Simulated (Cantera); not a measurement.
Feed: 1 mol CO, 0.22 mol CO2, 3.2 mol N2, held at 0.200 bar.

Cantera equilibrium calculation (NASA polynomials, part measured and part estimated; ideal gas, pure solids and liquids). Candidate condensed phases: C; 24 gas species. Equilibrium is a limit: real reactors are often held back by kinetics, nucleation or transport. All values below are at 2027 °C.

Base state: N2 0.724, CO 0.227, CO2 0.0495, NO 0.000186, O 6.30e-5, O2 3.22e-5 (mole fractions); condensed: gas only.

Problem. What changes in the equilibrium state with this change: CO replaced by toluene?

Solution. 
```csv
species,before,after
H2,0,0.500
N2,0.724,0.406
CO,0.227,0.0572
HCN,0,0.0185
H,0,0.0153
CO2,0.0495,4.87e-9
C2H2 (acetylene),0,0.00216
HNC,0,0.00169
NO,0.000186,<1e-9
"C(graphite), mol",0,6.59
```
Further candidate phases: C6H6, C7H8, C8H18, H2O.
